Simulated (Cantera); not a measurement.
**Thermodynamics of carbon deposition, reforming and gasification, feed CH4 + H2O + H2**

A closed system holds: 1 mol CH4, 1.7 mol H2O, a varied amount of H2, held at 1225 K and 5200000 Pa.

These are equilibrium values from Cantera (NASA tables, ideal gas, pure condensed phases), not measurements of a reactor. Candidate condensed phases: C, C6H6, C7H8, C8H18, H2O; 110 gas species. The ideal-gas law is rough above about 30 bar. The numbers say what is thermodynamically allowed, not how fast it happens.

From 3.6 mol H2 to 73 mol H2 nothing is condensed. The main C-bearing gas is CH4 throughout.

| n(H2) (mol) | x H2 | x H2O | x CH4 | x CO |
|---|---|---|---|---|
| 3.6 | 0.696 | 0.165 | 0.0765 | 0.0537 |
| 5 | 0.732 | 0.150 | 0.0727 | 0.0398 |
| 7 | 0.772 | 0.131 | 0.0665 | 0.0272 |
| 9.8 | 0.812 | 0.111 | 0.0582 | 0.0172 |
| 14 | 0.853 | 0.0884 | 0.0481 | 0.00982 |
| 19 | 0.884 | 0.0709 | 0.0394 | 0.00580 |
| 27 | 0.913 | 0.0536 | 0.0303 | 0.00305 |
| 37 | 0.934 | 0.0409 | 0.0234 | 0.00168 |
| 52 | 0.952 | 0.0301 | 0.0174 | 0.000869 |
| 73 | 0.965 | 0.0220 | 0.0127 | 0.000447 |
x: gas mole fraction; nothing condenses.
